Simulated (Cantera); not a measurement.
Mixture: CH4 : O2 : N2 = 1 : 3.51 : 13.2 (molar parts), equivalence ratio 0.57, at 1.50 bar, adiabatic and at constant pressure. Ignition delay is the time to a rise of 400 K.

Model: GRI-Mech 3.0 (53 species, 325 reactions), integrated in Cantera.

Task: Predict: delay at 1123 K; delay at 1223 K; delay at 1323 K; delay at 1423 K; delay at 1523 K; apparent activation energy between 1423 and 1523 K.

Result: 
- delay at 1123 K: 73.7 ms
- delay at 1223 K: 17.4 ms
- delay at 1323 K: 4.79 ms
- delay at 1423 K: 1.52 ms
- delay at 1523 K: 0.568 ms
- apparent activation energy between 1423 and 1523 K: 180 kJ/mol
